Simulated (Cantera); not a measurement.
Charge: 1 mol SiC, 0.43 mol N2, equilibrated at 2673.15 K and 1.00 Torr.

Method: chemical equilibrium by Gibbs-energy minimisation in Cantera with the NASA 1993 tables (ideal gas, pure condensed phases). Candidate condensed phases: C, Si, SiC, Si3N4; 20 gas species. The tables' values for SiN are old estimates; treat these amounts as uncertain. The numbers say what is thermodynamically allowed, not how fast it happens.

What is the equilibrium state?


| Property | Value |
|---|---|
| x(Si) | 0.478 |
| x(N2) | 0.298 |
| x(SiC2) | 0.197 |
| x(Si2C) | 0.0118 |
| x(CN) | 0.00591 |
| x(C3) | 0.00461 |
| x(C) | 0.00115 |
| x(SiN) | 0.000753 |
| x(Si2) | 0.000649 |
| n(C(graphite)) | 0.389 mol |
| gas amount | 1.425 mol |
| log10 activity of Si(l) (absent) | -1.40 |
